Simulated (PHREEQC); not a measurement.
Solution (63 °C): 0.00098 mol Fe2(SO4)3 per kg of water. Closed to the air; pH follows from the charge balance.

Equilibrium calculation in PHREEQC: ion-association model, wateq4f.dat.

Each row changes one thing in this solution. No solid was allowed to form.

```csv
case,pH,ionic strength (mol/kgw),SO4-2 (mol/kgw),HSO4- (mol/kgw)
as made,2.88,0.00718,0.00190,0.000475
diluted 2-fold with water,3.02,0.00403,0.00112,0.000215
0.00048 mol/kgw HBr added,2.80,0.00739,0.00178,0.000527
Fe2(SO4)3 from 0.00098 to 0.00196 mol/kgw,2.77,0.0124,0.00317,[?]
0.0011 mol/kgw LiOH added,3.07,0.00787,0.00221,0.000346
Fe2(SO4)3 replaced by KHSO4 at the same molality,3.10,0.00265,0.000834,0.000138
temperature from 63 to 55 °C,[?],[?],0.00191,0.000363
Fe2(SO4)3 from 0.00098 to 0.0098 mol/kgw,2.61,0.0457,0.0108,0.00363
Fe2(SO4)3 replaced by MgSO4 at the same molality,6.43,0.00311,0.000778,5.85e-8
```

**Question.** What belongs in the gaps?

**Answer.** 
- Fe2(SO4)3 from 0.00098 to 0.00196 mol/kgw, HSO4- (mol/kgw): 0.000935
- temperature from 63 to 55 °C, pH: 2.90
- temperature from 63 to 55 °C, ionic strength (mol/kgw): 0.00713

Some of these states are supersaturated (in Hematite (slow to form), Goethite (slow to form), for instance). At this temperature some constants are extrapolated from 25 °C, and those without enthalpy data are left unchanged.
